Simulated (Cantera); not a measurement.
A freely propagating, adiabatic, planar premixed flame of CH4 : O2 : N2 : CO2 = 1 : 1.82 : 5.27 : 0.25 (molar parts), equivalence ratio 1.1, unburnt at 548 K and 3.00 bar; mixture-averaged transport, grid criteria slope 0.08 and curve 0.16, no radiation.

Cantera simulation using GRI-Mech 3.0 (53 species, 325 reactions); the numbers are that mechanism's predictions, not measurements. Burning velocities carry a grid error of a few per cent, more on coarse grids.

Q: What does this change do: CH4 1 to 0.77 parts?

A: 
```tsv
quantity	before	after
laminar burning velocity	97.0 cm/s	84.9 cm/s
thermal thickness	0.123 mm	0.133 mm
peak x(HCO)	6.09e-5	4.33e-5
peak x(CH2CO)	0.000263	0.000153
peak x(HCN)	9.65e-6	1.57e-6
```
